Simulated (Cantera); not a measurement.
Input: 1 mol Si₂Cl₆, 0.92 mol HCl, 230 mol H₂, held at 1350 Torr.

Method: chemical equilibrium by Gibbs-energy minimisation in Cantera with the NASA 1993 tables (ideal gas, pure condensed phases). Candidate condensed phases: Si; 19 gas species. The feed counts by its element totals alone. The tables' values for SiCl₃ are old estimates; treat these amounts as uncertain. Kinetics and transport are ignored.

### Question
At 1200 °C, list the 4 most abundant gas species with their mole fractions, and the condensed phases.

### Answer
H₂ 0.973, HCl 0.0241, SiCl₂ 0.00187, SiHCl₃ 0.000230. Condensed: Si(s).
